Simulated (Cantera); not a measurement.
Mixture: CH₄ : O₂ : N₂ : H₂O = 1 : 3.03 : 11.4 : 2.8 (molar parts), at 760 Torr, adiabatic and at constant volume. Ignition delay is the time to a rise of 400 K.

Detailed kinetics in Cantera: GRI-Mech 3.0 (53 species, 325 reactions).

Question: Predict: delay at 1050 K; delay at 1100 K; delay at 1150 K; delay at 1200 K; delay at 1250 K; delay at 1300 K; delay at 1350 K; apparent activation energy between 1250 and 1350 K.

Answer: 
```
Property                                                 Value
--------------------------------------------------  ----------
delay at 1050 K                                        0.427 s
delay at 1100 K                                        0.199 s
delay at 1150 K                                        95.9 ms
delay at 1200 K                                        47.9 ms
delay at 1250 K                                        24.6 ms
delay at 1300 K                                        13.0 ms
delay at 1350 K                                        6.98 ms
apparent activation energy between 1250 and 1350 K  180 kJ/mol
```
